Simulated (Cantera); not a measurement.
Cantera run:

```python
import numpy as np
import cantera as ct

gas_names = """
    H HO2 H2 H2O H2O2 Nb NbO NbO2 O OH O2 O3
""".split()
cond_names = """
    H2O(s) H2O(L) Nb(cr) Nb(L) NbO(s) NbO(L) NbO2(I) NbO2(II) NbO2(III) NbO2(L) Nb2O5(s) Nb2O5(L)
""".split()


# ... load() reads the species with a 1 bar reference pressure and builds the phases ...
atoms = {
    'Nb': {'Nb': 1},
    'H2O': {'H': 2, 'O': 1},
    'H2': {'H': 2},
}
top_T = {}  # K; cautious upper limits of use, not melting points


# ... equilibrate(T, P, feed) seeds the gas with the atoms and calls Mixture.equilibrate('TP', solver="vcs", rtol=1e-11, max_steps=5000) ...
results = []
feed = {'Nb': 1, 'H2O': 29, 'H2': 5.4}  # mol
T = 1100  # K
P = 100000  # Pa
mix = equilibrate(T, P, feed)
results.append((T, P, feed, dict(zip(mix.species_names, mix.species_moles))))
print(gas.report(threshold=0.0001))
for i in range(1, mix.n_phases):
    print(f"{mix.phase(i).name:16s} {mix.phase_moles(i):12.5e} mol")
```

It prints:

```
       temperature   1100 K
          pressure   1e+05 Pa
           density   0.1568 kg/m^3
  mean mol. weight   14.341 kg/kmol
   phase of matter   gas

                          1 kg             1 kmol
                     ---------------   ---------------
          enthalpy       -1.0988e+07       -1.5758e+08  J
   internal energy       -1.1626e+07       -1.6672e+08  J
           entropy             15738        2.2569e+05  J/K
    Gibbs function       -2.8299e+07       -4.0584e+08  J
 heat capacity c_p            2782.1             39898  J/K
 heat capacity c_v            2202.3             31583  J/K

                      mass frac. Y      mole frac. X     chem. pot. / RT
                     ---------------   ---------------   ---------------
                H2          0.032284           0.22965           -19.219
               H2O           0.96772           0.77035           -51.872
     [  +10 minor]        1.0907e-09        1.2575e-08

Nb(cr)            0.00000e+00 mol
NbO(s)            0.00000e+00 mol
NbO2(II)          0.00000e+00 mol
Nb2O5(s)          5.00000e-01 mol
```

Cantera equilibrium calculation (NASA polynomials, part measured and part estimated; ideal gas, pure solids and liquids). Condensed phases not in the tables: the oxides between NbO2 and Nb2O5.
